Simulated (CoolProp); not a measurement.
A single-stage vapour-compression cycle with cyclopentane: evaporating at 308.15 K (dew point), condensing at 350.15 K (bubble point), superheat 2 K, subcooling 8 K, compressor efficiency 0.75, no pressure losses. Each further row changes one setting.

The numbers come from the reference Helmholtz-energy equation of state, Gedanitz 2015 in CoolProp.

| case | cooling COP | pressure ratio | discharge temperature (K) | refrigerating effect (kJ/kg) | volumetric capacity (kJ/m³) |
|---|---|---|---|---|---|
| as stated | ? | 3.76 | 362.0 | 336 | 579 |
| evaporating temperature 313.15 K | ? | ? | 360.1 | 342 | 696 |
| condensing temperature 345.15 K | 5.85 | 3.27 | ? | 346 | 596 |
| subcooling 13 K | ? | 3.76 | 362.0 | 346 | 596 |
| superheat 12 K | 5.08 | 3.76 | 371.6 | 349 | ? |
| compressor efficiency 0.65 | ? | 3.76 | 368.5 | 336 | 579 |

Q: Some entries are withheld; supply them.

A: 
- as stated, cooling COP: 5.06
- evaporating temperature 313.15 K, cooling COP: 5.93
- evaporating temperature 313.15 K, pressure ratio: 3.14
- condensing temperature 345.15 K, discharge temperature (K): 356.6
- subcooling 13 K, cooling COP: 5.21
- superheat 12 K, volumetric capacity (kJ/m³): 581
- compressor efficiency 0.65, cooling COP: 4.39
